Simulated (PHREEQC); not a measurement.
A column of 1 m (30 cells, dispersivity 0.05 m, 60 s a shift, diffusion coefficient 3e-10 m²/s) holds 0.13 eq of the database's cation exchanger X per kg of pore water, first in equilibrium with 0.028 mol NaCl, 0.00069 mol KBr and 1e-05 mol HCl per kg of water. It is flushed with 0.0077 mol/kgw MnCl2, 0.042 mol/kgw BaCl2 and 1e-05 mol/kgw HCl, at 25 °C. Values are for the last cell. CO2 from the air is kept out. No solid was allowed to form.

The numbers come from PHREEQC with the ion-association model, phreeqc.dat.

```json
[
 {"pore volumes": "0", "Ba in solution (mol/kgw)": "0", "Mn in solution (mol/kgw)": "0", "Br in solution (mol/kgw)": "0.000690", "Na in solution (mol/kgw)": "0.0280", "K in solution (mol/kgw)": "0.000690"},
 {"pore volumes": "0.35", "Ba in solution (mol/kgw)": "0", "Mn in solution (mol/kgw)": "0", "Br in solution (mol/kgw)": "0.000690", "Na in solution (mol/kgw)": "0.0280", "K in solution (mol/kgw)": "0.000691"},
 {"pore volumes": "0.5167", "Ba in solution (mol/kgw)": "0", "Mn in solution (mol/kgw)": "0", "Br in solution (mol/kgw)": "0.000675", "Na in solution (mol/kgw)": "0.0295", "K in solution (mol/kgw)": "0.000728"},
 {"pore volumes": "0.85", "Ba in solution (mol/kgw)": "0", "Mn in solution (mol/kgw)": "0", "Br in solution (mol/kgw)": "0.000443", "Na in solution (mol/kgw)": "0.0527", "K in solution (mol/kgw)": "0.00130"},
 {"pore volumes": "1.017", "Ba in solution (mol/kgw)": "0", "Mn in solution (mol/kgw)": "0", "Br in solution (mol/kgw)": "0.000288", "Na in solution (mol/kgw)": "0.0682", "K in solution (mol/kgw)": "0.00168"},
 {"pore volumes": "1.35", "Ba in solution (mol/kgw)": "0", "Mn in solution (mol/kgw)": "?", "Br in solution (mol/kgw)": "?", "Na in solution (mol/kgw)": "0.0879", "K in solution (mol/kgw)": "0.00217"},
 {"pore volumes": "1.517", "Ba in solution (mol/kgw)": "0", "Mn in solution (mol/kgw)": "9.87e-10", "Br in solution (mol/kgw)": "4.65e-5", "Na in solution (mol/kgw)": "0.0924", "K in solution (mol/kgw)": "0.00229"},
 {"pore volumes": "1.85", "Ba in solution (mol/kgw)": "2.22e-7", "Mn in solution (mol/kgw)": "6.79e-5", "Br in solution (mol/kgw)": "1.09e-5", "Na in solution (mol/kgw)": "0.0942", "K in solution (mol/kgw)": "0.00397"},
 {"pore volumes": "2.183", "Ba in solution (mol/kgw)": "?", "Mn in solution (mol/kgw)": "0.0141", "Br in solution (mol/kgw)": "2.33e-6", "Na in solution (mol/kgw)": "0.0391", "K in solution (mol/kgw)": "0.0151"},
 {"pore volumes": "2.35", "Ba in solution (mol/kgw)": "0.0210", "Mn in solution (mol/kgw)": "0.0133", "Br in solution (mol/kgw)": "1.05e-6", "Na in solution (mol/kgw)": "0.0185", "K in solution (mol/kgw)": "?"},
 {"pore volumes": "2.683", "Ba in solution (mol/kgw)": "0.0342", "Mn in solution (mol/kgw)": "0.0100", "Br in solution (mol/kgw)": "2.09e-7", "Na in solution (mol/kgw)": "?", "K in solution (mol/kgw)": "0.00650"},
 {"pore volumes": "2.85", "Ba in solution (mol/kgw)": "0.0371", "Mn in solution (mol/kgw)": "0.00914", "Br in solution (mol/kgw)": "9.24e-8", "Na in solution (mol/kgw)": "0.00217", "K in solution (mol/kgw)": "0.00466"},
 {"pore volumes": "3.183", "Ba in solution (mol/kgw)": "0.0400", "Mn in solution (mol/kgw)": "0.00826", "Br in solution (mol/kgw)": "1.77e-8", "Na in solution (mol/kgw)": "0.000549", "K in solution (mol/kgw)": "0.00237"},
 {"pore volumes": "3.517", "Ba in solution (mol/kgw)": "0.0411", "Mn in solution (mol/kgw)": "0.00792", "Br in solution (mol/kgw)": "?", "Na in solution (mol/kgw)": "0.000141", "K in solution (mol/kgw)": "0.00120"},
 {"pore volumes": "3.683", "Ba in solution (mol/kgw)": "0.0414", "Mn in solution (mol/kgw)": "0.00783", "Br in solution (mol/kgw)": "1.46e-9", "Na in solution (mol/kgw)": "7.21e-5", "K in solution (mol/kgw)": "0.000849"},
 {"pore volumes": "4.017", "Ba in solution (mol/kgw)": "0.0417", "Mn in solution (mol/kgw)": "0.00775", "Br in solution (mol/kgw)": "2.72e-10", "Na in solution (mol/kgw)": "1.89e-5", "K in solution (mol/kgw)": "0.000427"},
 {"pore volumes": "4.183", "Ba in solution (mol/kgw)": "0.0418", "Mn in solution (mol/kgw)": "0.00773", "Br in solution (mol/kgw)": "1.18e-10", "Na in solution (mol/kgw)": "9.67e-6", "K in solution (mol/kgw)": "0.000302"},
 {"pore volumes": "4.517", "Ba in solution (mol/kgw)": "0.0419", "Mn in solution (mol/kgw)": "0.00771", "Br in solution (mol/kgw)": "?", "Na in solution (mol/kgw)": "2.55e-6", "K in solution (mol/kgw)": "0.000151"},
 {"pore volumes": "4.683", "Ba in solution (mol/kgw)": "0.0419", "Mn in solution (mol/kgw)": "0.00771", "Br in solution (mol/kgw)": "9.40e-12", "Na in solution (mol/kgw)": "1.31e-6", "K in solution (mol/kgw)": "0.000107"},
 {"pore volumes": "5.017", "Ba in solution (mol/kgw)": "0.0420", "Mn in solution (mol/kgw)": "0.00770", "Br in solution (mol/kgw)": "1.74e-12", "Na in solution (mol/kgw)": "3.48e-7", "K in solution (mol/kgw)": "5.31e-5"}
]
```

Q: Fill in the missing entries.

A: 
- 1.35, Mn in solution (mol/kgw): 1.25e-12
- 1.35, Br in solution (mol/kgw): 9.08e-5
- 2.183, Ba in solution (mol/kgw): 0.00840
- 2.35, K in solution (mol/kgw): 0.0122
- 2.683, Na in solution (mol/kgw): 0.00438
- 3.517, Br in solution (mol/kgw): 3.36e-9
- 4.517, Br in solution (mol/kgw): 2.18e-11
